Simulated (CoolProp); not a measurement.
The numbers come from the reference Helmholtz-energy equation of state, Platzer 1990 in CoolProp. This equation is an older, rougher fit; its heat capacities, sound speeds and derivatives of the liquid may be far off and weren't checked against measurements.

### Question
Give the vapour pressure (MPa), surface tension (mN/m), liquid viscosity (µPa s), vapour viscosity (µPa s) of saturated CF4 (R14) at 158.1, 197.7 K.

### Answer
```json
[
 {"T (K)": "158.1", "p (MPa)": "0.233", "surface tension (mN/m)": "9.71", "liquid viscosity (µPa s)": "186", "vapour viscosity (µPa s)": "9.67"},
 {"T (K)": "197.7", "p (MPa)": "1.43", "surface tension (mN/m)": "3.40", "liquid viscosity (µPa s)": "102", "vapour viscosity (µPa s)": "13.4"}
]
```

Viscosity comes from a separate model (Huber 2003), an estimate that may be off by 10 % or more. Surface tension comes from a separate correlation (Mulero 2012).
